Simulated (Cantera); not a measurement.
A freely propagating, adiabatic, planar premixed flame of H2 : O2 : N2 = 1 : 0.943 : 3.55 (molar parts), equivalence ratio 0.53, unburnt at 623 K and 158 Torr; mixture-averaged transport, grid criteria slope 0.08 and curve 0.16, no radiation.

Cantera simulation using the H2/O2 subset of GRI-Mech 3.0, which has no nitrogen chemistry; the numbers are that mechanism's predictions, not measurements. Burning velocities carry a grid error of a few per cent, more on coarse grids. Lean hydrogen flames are cellular in practice and burn faster than this planar one.

Problem. How do the results move with these cheaper or finer settings: unity-Lewis-number transport; multicomponent transport; multicomponent+Soret transport; grid criteria slope 0.5, curve 1; grid criteria slope 0.25, curve 0.5; grid criteria slope 0.03, curve 0.06?

Solution. 
| setting | laminar burning velocity | thermal thickness | peak x(OH) | peak x(H2O2) | grid points |
|---|---|---|---|---|---|
| as above | 438 cm/s | 3.42 mm | 0.0105 | 2.26e-6 | 132 |
| unity-Lewis-number transport | 302 cm/s | 2.30 mm | 0.0108 | 1.90e-6 | 124 |
| multicomponent transport | 429 cm/s | 3.38 mm | 0.0105 | 2.31e-6 | 134 |
| multicomponent+Soret transport | 409 cm/s | 3.36 mm | 0.0105 | 2.41e-6 | 133 |
| grid criteria slope 0.5, curve 1 | 619 cm/s | 5.01 mm | 0.0104 | 1.89e-6 | 48 |
| grid criteria slope 0.25, curve 0.5 | 519 cm/s | 3.95 mm | 0.0105 | 1.94e-6 | 63 |
| grid criteria slope 0.03, curve 0.06 | 421 cm/s | 3.31 mm | 0.0106 | 2.34e-6 | 281 |
Unity Lewis numbers drop preferential diffusion, which matters most where H2 and H carry the flame; Soret adds thermal diffusion.
